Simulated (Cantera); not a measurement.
A closed system holds: 1 mol SiCl4, 0.98 mol H2, held at 948 K and 2700000 Pa.

These are equilibrium values from Cantera (NASA tables, ideal gas, pure condensed phases), not measurements of a reactor. Candidate condensed phases: Si; 19 gas species. The tables' values for SiCl3 are old estimates; treat these amounts as uncertain. Equilibrium is a limit: real reactors are often held back by kinetics, nucleation or transport.

Base state: SiCl4 0.474, H2 0.463, HCl 0.0317, SiHCl3 0.0312, SiH2Cl2 0.000208, SiCl3 7.57e-5 (mole fractions); condensed: gas only.

What changes in the equilibrium state with this change: temperature from 948 K to 1325 K?


```
species    before    after
-------  --------  -------
SiCl4       0.474    0.405
H2          0.463    0.398
HCl        0.0317    0.100
SiCl3     7.57e-5   0.0101
SiHCl3     0.0312   0.0825
SiCl2     4.10e-7  0.00136
SiH3Cl    3.46e-7  1.99e-5
SiH2Cl2  0.000208  0.00241
```
